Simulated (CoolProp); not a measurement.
Ammonia along the isotherm 322.15 °C: density (kg/m³) from the reference equation and from simpler models built on Tc = 132.4 °C, pc = 11.36 MPa, ω = 0.256; each cubic takes its own stable root.

Model: reference Helmholtz-energy equation of state, Gao 2020, in CoolProp.

```
p (MPa)          phase  reference  ideal gas  Soave-Redlich-Kwong  Peng-Robinson
-------  -------------  ---------  ---------  -------------------  -------------
0.18               gas     0.6202     0.6193               0.6201         0.6203
0.341              gas      1.176      1.173                1.176          1.177
0.646              gas      2.234      2.223                2.232          2.235
1.22               gas      4.237      4.198                4.231          4.242
2.32               gas      8.127      7.983                8.101          8.141
4.4                gas      15.66      15.14                    ?              ?
8.34               gas      30.63      28.70                30.20          30.71
15.8     supercritical      61.53          ?                    ?              ?
30       supercritical      128.7          ?                117.5              ?
56.8     supercritical      253.1      195.4                210.9              ?
```

Q: Complete the blanks.

A: 
- 4.4, Soave-Redlich-Kwong: 15.56
- 4.4, Peng-Robinson: 15.71
- 15.8, ideal gas: 54.36
- 15.8, Soave-Redlich-Kwong: 59.46
- 15.8, Peng-Robinson: 61.24
- 30, ideal gas: 103.2
- 30, Peng-Robinson: 123.1
- 56.8, Peng-Robinson: 224.8
